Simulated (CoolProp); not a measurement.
Computed with CoolProp (reference Helmholtz-energy equation of state, Zhou 2012).

Question: Give the vapour pressure (MPa), liquid density (kg/m³), enthalpy of vaporisation (kJ/kg), liquid cp (kJ/(kg K)) of saturated ethylbenzene at 359.7, 373.2, 521.6 K.

Answer: 
```json
[
 {"T (K)": "359.7", "p (MPa)": "0.0214", "liquid density (kg/m³)": "808", "enthalpy of vaporisation (kJ/kg)": "364", "liquid cp (kJ/(kg K))": "1.96"},
 {"T (K)": "373.2", "p (MPa)": "0.0343", "liquid density (kg/m³)": "795", "enthalpy of vaporisation (kJ/kg)": "357", "liquid cp (kJ/(kg K))": "2.01"},
 {"T (K)": "521.6", "p (MPa)": "0.999", "liquid density (kg/m³)": "630", "enthalpy of vaporisation (kJ/kg)": "249", "liquid cp (kJ/(kg K))": "2.62"}
]
```
